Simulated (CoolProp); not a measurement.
Values from CoolProp's reference Helmholtz-energy equation of state, Gao 2020.

Q: For ammonia, give the phase and the speed of sound (m/s), Joule-Thomson coefficient (K/MPa) at 388.4 K and 209 kPa; 340.6 K and 25.5 kPa.

A: 
- 388.4 K and 209 kPa: gas; speed of sound 490, Joule-Thomson coefficient 11.6
- 340.6 K and 25.5 kPa: gas; speed of sound 463, Joule-Thomson coefficient 17.7
